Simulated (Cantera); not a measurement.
Mixture: CH₄ : H₂ : O₂ : N₂ = 1 : 0.41 : 4.16 : 15.6 (molar parts), at 7.90 atm, adiabatic and at constant volume. Ignition delay is the time to a rise of 400 K.

Detailed kinetics in Cantera: GRI-Mech 3.0 (53 species, 325 reactions).

What does this change do: N2 15.6 to 21 parts?


| quantity | before | after |
|---|---|---|
| delay at 1000 K | 18.6 ms | 21.8 ms |
| delay at 1100 K | 2.05 ms | 2.51 ms |
| delay at 1200 K | 0.470 ms | 0.602 ms |
| delay at 1300 K | 0.182 ms | 0.237 ms |
| delay at 1400 K | 85.6 µs | 0.111 ms |
| delay at 1500 K | 43.7 µs | 56.2 µs |
| delay at 1600 K | 23.7 µs | 30.2 µs |
| apparent activation energy between 1400 and 1600 K | 120 kJ/mol | 120 kJ/mol |

What does this change do: pressure from 7.90 atm to 4.93 atm?


```csv
quantity,before,after
delay at 1000 K,18.6 ms,20.1 ms
delay at 1100 K,2.05 ms,2.17 ms
delay at 1200 K,0.470 ms,0.617 ms
delay at 1300 K,0.182 ms,0.260 ms
delay at 1400 K,85.6 µs,0.123 ms
delay at 1500 K,43.7 µs,63.0 µs
delay at 1600 K,23.7 µs,34.5 µs
apparent activation energy between 1400 and 1600 K,120 kJ/mol,120 kJ/mol
```
